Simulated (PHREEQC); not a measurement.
A solution holds 0.51 mmol/kgw CaSO4, 0.13 mmol/kgw Na2HPO4 and 0.069 mmol/kgw KCl, at 25 °C. Closed to the air; pH follows from the charge balance.

Model: ion-association model, phreeqc.dat, run in PHREEQC.

Question: The ionic strength comes out as 0.00229 mol/kgw. What activity coefficients do Na+, Cl-, HPO4-2, Ca+2, SO4-2 get?

Answer: Na+ 0.95, Cl- 0.95, HPO4-2 0.81, Ca+2 0.81, SO4-2 0.81.

No solid was allowed to form. Examples of supersaturated solids here: Hydroxyapatite. Others may be too. Species that the database lacks are ignored.
